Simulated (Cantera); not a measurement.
A perfectly stirred reactor is fed with N₂O : O₂ = 1 : 1.1 (molar parts), at 53.3 Torr; it is held at 1373 K, and followed from long to short residence time.

Detailed kinetics in Cantera: GRI-Mech 3.0 (53 species, 325 reactions). GRI-Mech 3.0 was tuned for natural gas; its chemistry of N2O as a main component is partial and can be far from experiment. The mechanism lacks the step 2 NO + O2 → 2 NO2, which can matter for NO2 below about 1400 K. The temperature is held fixed by assumption; the heat of reaction is taken as removed at once.

x: mole fraction; the columns are a selection and need not sum to one.

```csv
τ (s),x N₂O,x O₂,x N₂,x NO₂,x O
0.70,0.288,0.546,0.138,…,1.85e-5
0.26,0.383,0.535,0.0686,…,1.87e-5
0.098,0.436,0.529,0.0295,…,1.87e-5
0.037,0.460,0.526,0.0118,…,1.87e-5
0.014,0.470,0.525,0.00453,…,1.86e-5
0.0052,0.474,0.524,0.00169,…,1.84e-5
0.0020,0.475,0.524,0.000643,…,1.78e-5
0.00074,0.476,0.524,0.000230,…,1.65e-5
```

Question: Complete the blanks.

Answer: 
- 0.70, x NO₂: 2.41e-5
- 0.26, x NO₂: 1.14e-5
- 0.098, x NO₂: 4.36e-6
- 0.037, x NO₂: 1.36e-6
- 0.014, x NO₂: 3.31e-7
- 0.0052, x NO₂: 6.11e-8
- 0.0020, x NO₂: 9.88e-9
- 0.00074, x NO₂: 1.26e-9
